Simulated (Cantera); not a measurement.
## Equilibrium for hydrogen reduction and annealing atmospheres: Fe2O3 + H2

Feed: 1 mol Fe2O3, a varied amount of H2, at 1850 K and 5400 Pa.

Equilibrium computed with Cantera from the NASA thermochemical tables; the gas is ideal and each condensed phase is pure. Candidate condensed phases: Fe, FeO, Fe(OH)2, Fe(OH)3, Fe2O3, Fe3O4, H2O; 12 gas species. Rates play no part.

From 370 mol H2 to 1800 mol H2 the condensed part is Fe(l). From 2100 mol H2 to 2400 mol H2 nothing is condensed. The main Fe-bearing gas is Fe throughout.

| n(H2) (mol) | log p H2 | log p H2O | log p H | log p Fe | log p OH | log p FeO | log p Fe(OH)2 | n Fe(l) |
|---|---|---|---|---|---|---|---|---|
| 370 | -1.27 | -3.36 | -3.90 | -4.23 | -7.12 | -8.19 | -8.83 | 1.60 |
| 660 | -1.27 | -3.61 | -3.90 | -4.23 | -7.38 | -8.44 | -9.33 | 1.28 |
| 940 | -1.27 | -3.76 | -3.90 | -4.23 | -7.53 | -8.60 | -9.64 | 0.979 |
| 1200 | -1.27 | -3.87 | -3.90 | -4.23 | -7.64 | -8.70 | -9.85 | 0.696 |
| 1500 | -1.27 | -3.97 | -3.90 | -4.23 | -7.73 | -8.80 | -10.05 | 0.370 |
| 1800 | -1.27 | -4.05 | -3.90 | -4.23 | -7.81 | -8.88 | -10.21 | 0.0445 |
| 2100 | -1.27 | -4.11 | -3.90 | -4.29 | -7.88 | -9.00 | -10.40 | 0 |
| 2400 | -1.27 | -4.17 | -3.90 | -4.35 | -7.94 | -9.12 | -10.57 | 0 |
log p: log10 of the partial pressure in bar; n: condensed amount in mol.
